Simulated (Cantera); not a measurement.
A freely propagating, adiabatic, planar premixed flame of CO : H₂ : O₂ : N₂ : H₂O = 1 : 0.32 : 0.508 : 1.91 : 0.13 (molar parts), equivalence ratio 1.3, unburnt at 625 K and 5.00 bar; mixture-averaged transport, grid criteria slope 0.08 and curve 0.16, no radiation.

Model: GRI-Mech 3.0 (53 species, 325 reactions), integrated in Cantera. The hydrogen kinetics of GRI-Mech 3.0 are dated; newer H2 mechanisms differ, most at raised pressure. Burning velocities carry a grid error of a few per cent, more on coarse grids.

### Question
What does this change do: inlet temperature 625 to 550 K?

### Answer
| quantity | before | after |
|---|---|---|
| laminar burning velocity | 255 cm/s | 198 cm/s |
| thermal thickness | 0.0852 mm | 0.0823 mm |
| peak x(H₂O₂) | 9.55e-5 | 0.000113 |
